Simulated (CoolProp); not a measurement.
Nitrous oxide at 298.15 K and 4.58 MPa is throttled through a valve to 1.33 MPa with no heat exchange. Each further row changes one setting.

Model: reference Helmholtz-energy equation of state, Lemmon 2006, in CoolProp. It is a short technical equation, of lower accuracy than the large ones.

```json
[
 {"case": "as stated", "temperature change (K)": "-46.5", "final density (kg/m³)": "?"},
 {"case": "outlet pressure 0.399 MPa", "temperature change (K)": "?", "final density (kg/m³)": "?"},
 {"case": "outlet pressure 1.73 MPa", "temperature change (K)": "?", "final density (kg/m³)": "?"}
]
```

Question: What belongs in the gaps?

Answer: 
- as stated, final density (kg/m³): 32.5
- outlet pressure 0.399 MPa, temperature change (K): -64.4
- outlet pressure 0.399 MPa, final density (kg/m³): 9.49
- outlet pressure 1.73 MPa, temperature change (K): -39.6
- outlet pressure 1.73 MPa, final density (kg/m³): 42.7
